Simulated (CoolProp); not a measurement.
Computed with CoolProp (reference Helmholtz-energy equation of state, Gao 2022).

Task: For n-perfluoropentane, give the phase and the cv (kJ/(kg K)), speed of sound (m/s), Joule-Thomson coefficient (K/MPa) at 122.35 °C and 101 kPa; 143.25 °C and 101 kPa.

Result: 
- 122.35 °C and 101 kPa: gas; cv 0.915, speed of sound 106, Joule-Thomson coefficient 9.13
- 143.25 °C and 101 kPa: gas; cv 0.938, speed of sound 110, Joule-Thomson coefficient 7.84
